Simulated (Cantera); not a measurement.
Charge: 1 mol Si(CH3)4, 0.011 mol C3H8, 1600 mol H2, 0.77 mol HCl, equilibrated at 2.90 mbar.

These are equilibrium values from Cantera (NASA tables, ideal gas, pure condensed phases), not measurements of a reactor. Candidate condensed phases: C, C6H6, C7H8, C8H18, Si, SiC; 109 gas species. Rates play no part.

x: gas mole fraction; n: condensed amount in mol.

```
T (K)   x H2       x H  x C2H2 (acetylene)      x Si     x HCl  n C(graphite)  n SiC(s)
-----  -----  --------  ------------------  --------  --------  -------------  --------
1225   0.999   5.79e-6             1.62e-7         …  0.000479           2.97     1.000
1325   0.999   3.04e-5             8.51e-7         …  0.000479           3.00     1.000
1425   0.999  0.000127             3.52e-6         …  0.000479           3.00     1.000
1525   0.999  0.000439             1.21e-5         …  0.000479           2.98     1.000
1625   0.998   0.00131             3.55e-5         …  0.000478           2.91     0.999
1725   0.996   0.00344             9.18e-5         …  0.000477           2.74     0.989
1825   0.991   0.00814            0.000213         …  0.000474           2.42     0.923
1925   0.981    0.0176            0.000449         …  0.000468           1.99     0.550
2025   0.963    0.0351            0.000871  0.000548  0.000458           1.08         0
2125   0.933    0.0651             0.00118  0.000550  0.000441              0         0
2225   0.885     0.113             0.00115  0.000547  0.000413              0         0
```

**Question.** Some entries are withheld; supply them.

**Answer.** 
- 1225, x Si: 2.33e-12
- 1325, x Si: 1.09e-10
- 1425, x Si: 2.97e-9
- 1525, x Si: 5.22e-8
- 1625, x Si: 6.43e-7
- 1725, x Si: 5.89e-6
- 1825, x Si: 4.23e-5
- 1925, x Si: 0.000247
